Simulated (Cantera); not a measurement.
Charge: 1 mol Fe2O3, 3.4 mol C, 0.38 mol N2, held at 55.0 Pa.

Equilibrium computed with Cantera from the NASA thermochemical tables; the gas is ideal and each condensed phase is pure. Candidate condensed phases: C, Fe, Fe(CO)5, FeO, Fe2O3, Fe3O4; 27 gas species. Iron dissolves carbon and melts from about 1420 K in contact with it, which pure phases cannot show. Condensed phases not in the tables: cementite and carbon dissolved in iron. Equilibrium is a limit: real reactors are often held back by kinetics, nucleation or transport.

x: gas mole fraction; n: condensed amount in mol.

```csv
T (K),x CO,x Fe,x N2,x C3,x CO2,x CN,x C,n C(graphite),n Fe(α),n Fe(γ),n Fe(δ),n Fe(l)
873,0.882,<1e-12,0.113,<1e-12,0.00486,<1e-12,<1e-12,0.416,2.00,0,0,0
1073,0.888,7.54e-10,0.112,<1e-12,6.10e-5,<1e-12,<1e-12,0.400,2.00,0,0,0
1273,0.888,9.05e-7,0.112,<1e-12,3.11e-6,2.50e-12,<1e-12,0.400,0,2.00,0,0
1473,0.887,0.000152,0.112,<1e-12,3.67e-7,6.85e-10,<1e-12,0.400,0,2.00,0,0
1673,0.881,___,0.112,___,___,___,___,0.400,0,0,___,0
1873,0.760,0.144,0.0963,1.77e-9,1.56e-8,1.27e-6,2.98e-9,0.400,0,0,0,1.43
2073,0.558,0.372,0.0706,2.85e-7,3.13e-9,1.60e-5,2.52e-7,0.400,0,0,0,0
2273,0.558,0.372,0.0706,1.83e-5,1.40e-9,0.000146,9.75e-6,0.399,0,0,0,0
2473,0.557,0.371,0.0701,___,___,___,___,0.384,0,0,0,0
2673,0.548,0.365,0.0672,0.0111,4.05e-10,0.00436,0.00279,0.164,0,0,0,0
```

Task: What belongs in the gaps?

Result: 
- 2473, x C3: 0.000591
- 2473, x CO2: 7.25e-10
- 2473, x CN: 0.000927
- 2473, x C: 0.000208
- 1673, x Fe: 0.00730
- 1673, x C3: 3.18e-12
- 1673, x CO2: 7.26e-8
- 1673, x CN: 4.84e-8
- 1673, x C: 1.21e-11
- 1673, n Fe(δ): 1.98
